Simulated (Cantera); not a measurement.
A Cantera script and what it prints.

```python
import numpy as np
import cantera as ct

gas_names = [...]  # 116 gases of nasa_gas.yaml made of C, H, K, O
cond_names = """
    C(gr) C6H6(L) C7H8(L) C8H18(L),n-octa H2O(s) H2O(L) K(cr) K(L) KOH(a) KOH(b) KOH(L) KO2(s) K2CO3(s)
    K2CO3(L) K2O(s) K2O2(s)
""".split()


# ... load() reads the species with a 1 bar reference pressure and builds the phases ...
atoms = {
    'KOH': {'K': 1, 'O': 1, 'H': 1},
    'H2O': {'H': 2, 'O': 1},
    'CO2': {'C': 1, 'O': 2},
}
top_T = {'C(gr)': 4500, 'KO2(s)': 780, 'K2O(s)': 1000, 'K2O2(s)': 760}  # K; cautious upper limits of use, not melting points


# ... equilibrate(T, P, feed) seeds the gas with the atoms and calls Mixture.equilibrate('TP', solver="vcs", rtol=1e-11, max_steps=5000) ...
results = []
feed = {'KOH': 1, 'H2O': 0.078, 'CO2': 0.086}  # mol
P = 133.322  # Pa
for T in [1150, 1225, 1300, 1375, 1450, 1525, 1600]:
    mix = equilibrate(T, P, feed)
    results.append((T, P, feed, dict(zip(mix.species_names, mix.species_moles))))

top = {s: max(r[3][s] / sum(r[3][g] for g in gas_names) for r in results) for s in gas_names}
cols = sorted((s for s in top if top[s] > 0.001), key=lambda s: -top[s])[:9]
seen = [c for c in cond_names if any(r[3].get(c, 0) > 1e-12 for r in results)]
print("log10 of partial pressures in bar; condensed amounts in mol")
print(f"{'T/K':>10s}" + "".join(f"{s[:9]:>10s}" for s in cols + seen))
for T, P, feed, n in results:
    ng = sum(n[g] for g in gas_names)
    print(f"{T:10.4g}" + "".join(f"{np.log10(max(n[s] / ng * P / 1e5, 1e-99)):10.3f}" for s in cols)
          + "".join(f"{n.get(c, 0):10.4g}" for c in seen))
```

Output:

```
log10 of partial pressures in bar; condensed amounts in mol
       T/K       KOH         K       H2O       CO2        O2    K2O2H2  K2CO3(s)  K2CO3(L)
      1150    -2.959    -5.290    -3.676    -5.018    -5.892    -5.180   0.07878         0
      1225    -2.954    -4.724    -3.991    -4.024    -5.326    -5.709         0  0.003159
      1300    -2.969    -4.362    -3.963    -4.017    -4.964    -6.215         0         0
      1375    -2.998    -4.069    -3.894    -4.028    -4.672    -6.695         0         0
      1450    -3.044    -3.833    -3.809    -4.044    -4.436    -7.166         0         0
      1525    -3.112    -3.646    -3.719    -4.066    -4.249    -7.642         0         0
      1600    -3.203    -3.502    -3.637    -4.092    -4.106    -8.133         0         0
```

These are equilibrium values from Cantera (NASA tables, ideal gas, pure condensed phases), not measurements of a reactor.
